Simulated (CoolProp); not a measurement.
Vapour-liquid equilibrium of octamethyltrisiloxane (MDM) (1) + octamethylcyclotetrasiloxane (D4) (2) at 0.00862 MPa; x and y are mole fractions of (1).

Model: multi-fluid Helmholtz-energy mixture model, Thol 2017 and Thol 2015; pair parameters Bell 2016, in CoolProp.

```json
[
 {"x": "0.05", "bubble temperature (K)": "371.1", "y at the bubble point": "0.115", "dew temperature at overall composition x (K)": "372.1", "liquid density (mol/L)": "2.928"},
 {"x": "0.15", "bubble temperature (K)": "368.1", "y at the bubble point": "0.299", "dew temperature at overall composition x (K)": "370.5", "liquid density (mol/L)": "2.960"},
 {"x": "0.25", "bubble temperature (K)": "365.5", "y at the bubble point": "0.443", "dew temperature at overall composition x (K)": "368.9", "liquid density (mol/L)": "2.990"},
 {"x": "0.35", "bubble temperature (K)": "363.2", "y at the bubble point": "0.560", "dew temperature at overall composition x (K)": "367.2", "liquid density (mol/L)": "3.020"},
 {"x": "0.45", "bubble temperature (K)": "361.1", "y at the bubble point": "0.657", "dew temperature at overall composition x (K)": "365.4", "liquid density (mol/L)": "3.050"},
 {"x": "0.55", "bubble temperature (K)": "359.2", "y at the bubble point": "0.741", "dew temperature at overall composition x (K)": "363.4", "liquid density (mol/L)": "3.080"},
 {"x": "0.65", "bubble temperature (K)": "357.5", "y at the bubble point": "0.814", "dew temperature at overall composition x (K)": "361.3", "liquid density (mol/L)": "3.109"},
 {"x": "0.75", "bubble temperature (K)": "355.8", "y at the bubble point": "0.877", "dew temperature at overall composition x (K)": "359.0", "liquid density (mol/L)": "3.139"},
 {"x": "0.85", "bubble temperature (K)": "354.2", "y at the bubble point": "0.932", "dew temperature at overall composition x (K)": "356.5", "liquid density (mol/L)": "3.168"},
 {"x": "0.95", "bubble temperature (K)": "352.6", "y at the bubble point": "0.979", "dew temperature at overall composition x (K)": "353.6", "liquid density (mol/L)": "3.198"}
]
```

No azeotrope shows between x = 0.05 and 0.95.

Pair parameters are fitted to limited data, so mixtures are less certain than the pure fluids.
